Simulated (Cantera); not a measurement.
Feed: 1 mol SiCl4, 2.2 mol HCl, 16 mol H2, at 850 K and 1100000 Pa.

Method: chemical equilibrium by Gibbs-energy minimisation in Cantera with the NASA 1993 tables (ideal gas, pure condensed phases). Candidate condensed phases: Si; 19 gas species. Equilibrium is a limit: real reactors are often held back by kinetics, nucleation or transport.

Base state: H2 0.833, HCl 0.115, SiCl4 0.0515, SiHCl3 0.000617 (mole fractions); condensed: gas only.

**Question.** What changes in the equilibrium state with this change: temperature from 850 K to 1175 K?

**Answer.** 
```csv
species,before,after
H2,0.833,0.826
HCl,0.115,0.122
SiCl4,0.0515,0.0445
SiCl2,<1e-9,1.68e-5
SiCl3,3.65e-7,0.000276
SiH2Cl2,6.51e-7,0.000145
SiHCl3,0.000617,0.00709
```
The tables' values for SiCl3 are old estimates; treat these amounts as uncertain.

**Question.** What changes in the equilibrium state with this change: temperature from 850 K to 1448 K?

**Answer.** 
```json
[
 {"species": "H2", "before": "0.833", "after": "0.808"},
 {"species": "HCl", "before": "0.115", "after": "0.140"},
 {"species": "SiCl4", "before": "0.0515", "after": "0.0294"},
 {"species": "SiHCl3", "before": "0.000617", "after": "0.0145"},
 {"species": "SiCl2", "before": "<1e-9", "after": "0.00241"},
 {"species": "SiH3Cl", "before": "<1e-9", "after": "2.46e-5"},
 {"species": "SiCl3", "before": "3.65e-7", "after": "0.00439"},
 {"species": "SiH2Cl2", "before": "6.51e-7", "after": "0.00111"}
]
```
The tables' values for SiCl3 are old estimates; treat these amounts as uncertain.
